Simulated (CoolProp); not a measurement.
Vapour-liquid equilibrium of propane (1) + neopentane (2) at 1.11 MPa; x and y are mole fractions of (1).

Values from CoolProp's multi-fluid Helmholtz-energy mixture model, Lemmon 2009 and Lemmon 2006; pair parameters Bell 2016.

| x | bubble temperature (K) | y at the bubble point | dew temperature at overall composition x (K) | liquid density (mol/L) |
|---|---|---|---|---|
| 0.05 | 369.4 | 0.094 | 371.0 | 6.899 |
| 0.15 | 362.9 | 0.266 | 367.4 | 7.258 |
| 0.25 | 356.5 | 0.419 | 363.5 | 7.636 |
| 0.35 | 349.8 | 0.557 | 359.5 | 8.040 |
| 0.45 | 342.6 | 0.681 | 355.1 | 8.470 |
| 0.55 | 335.1 | 0.786 | 350.1 | 8.926 |
| 0.65 | 327.4 | 0.869 | 344.5 | 9.400 |
| 0.75 | 319.8 | 0.929 | 337.9 | 9.880 |
| 0.85 | 312.8 | 0.969 | 329.3 | 10.35 |
| 0.95 | 306.8 | 0.993 | 316.5 | 10.76 |

No azeotrope shows between x = 0.05 and 0.95.

Pair parameters are fitted to limited data, so mixtures are less certain than the pure fluids.
